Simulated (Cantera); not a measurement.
A closed system holds: 1 mol Fe(CO)₅, 39 mol H₂, equilibrated at 18.0 Pa.

Method: chemical equilibrium by Gibbs-energy minimisation in Cantera with the NASA 1993 tables (ideal gas, pure condensed phases). Candidate condensed phases: C, C₆H₆, C₇H₈, C₈H₁₈, Fe, Fe(CO)₅, FeO, Fe(OH)₂, Fe(OH)₃, Fe₂O₃, Fe₃O₄, H₂O; 114 gas species. Rates play no part. All values below are at 975 K.

Base state: H₂ 0.886, CO 0.114, CH₄ 1.53e-5, H₂O 1.27e-5 (mole fractions); condensed: Fe(α).

**Question.** What changes in the equilibrium state with this change: Fe(CO)₅ replaced by Pb?

**Answer.** 
```tsv
species	before	after
H₂	0.886	0.975
Pb	0	0.0250
CO	0.114	0
CH₄	1.53e-5	0
H₂O	1.27e-5	0
Fe(α), mol	1.00	0
```
Further candidate phases: Pb.
